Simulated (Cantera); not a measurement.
# Transport properties of process gases

Gas mixture: 50.9 % N2O, 49.1 % CO2, at 0.207 atm, frozen composition.

Cantera's kinetic-theory transport with the Lennard-Jones parameters of GRI-Mech 3.0, ideal gas; thermal conductivity in the mixture-averaged form. The composition is frozen, though it would react at the higher temperatures.

```csv
T (K),ρ (kg/m³),cp (J/kg/K),μ (µPa s),λ (mW/m/K),Pr,D (cm²/s) H,D (cm²/s) CH4,D (cm²/s) CH3
400,0.278,954.4,19.6,25.4,0.737,8.07,1.41,1.42
600,0.185,1089,27.6,40.9,0.735,16.7,2.91,2.93
800,0.139,1180,34.4,55.3,0.735,27.5,4.80,4.83
1000,0.111,1245,40.5,68.6,0.735,40.3,7.02,7.08
1200,0.0926,1287,46.0,80.9,0.733,54.8,9.56,9.64
1400,0.0794,1320,51.1,92.3,0.731,71.1,12.4,12.5
```
D: mixture-averaged diffusion coefficient of that species in the mixture.
